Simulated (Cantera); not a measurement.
A closed system holds: 1 mol MgO, 0.42 mol CH4, 0.2 mol H2, at 2302 °C and 133 Pa.

Method: chemical equilibrium by Gibbs-energy minimisation in Cantera with the NASA 1993 tables (ideal gas, pure condensed phases). Candidate condensed phases: C, C6H6, C7H8, C8H18, H2O, Mg, MgCO3, MgO, Mg(OH)2; 116 gas species. The tables' values for MgH are old estimates; treat these amounts as uncertain. The numbers say what is thermodynamically allowed, not how fast it happens.

Base state: Mg 0.305, H 0.304, CO 0.120, H2 0.103, O 0.0622, H2O 0.0486, OH 0.0324, O2 0.0120 (mole fractions); condensed: gas only.

**Question.** What changes in the equilibrium state with this change: temperature from 2302 °C to 900 °C?

**Answer.** 
| species | before | after |
|---|---|---|
| H2 | 0.103 | 0.999 |
| CO | 0.120 | 0.000544 |
| Mg | 0.305 | 0.000543 |
| H | 0.304 | 3.23e-6 |
| O | 0.0622 | <1e-9 |
| OH | 0.0324 | <1e-9 |
| O2 | 0.0120 | <1e-9 |
| H2O | 0.0486 | 2.57e-8 |
| CO2 | 0.00888 | <1e-9 |
| MgO | 0.00220 | <1e-9 |
| MgOH | 0.000488 | <1e-9 |
| CH4 | <1e-9 | 2.59e-5 |
| C(graphite), mol | 0 | 0.419 |
| MgO(s), mol | 0 | 0.999 |
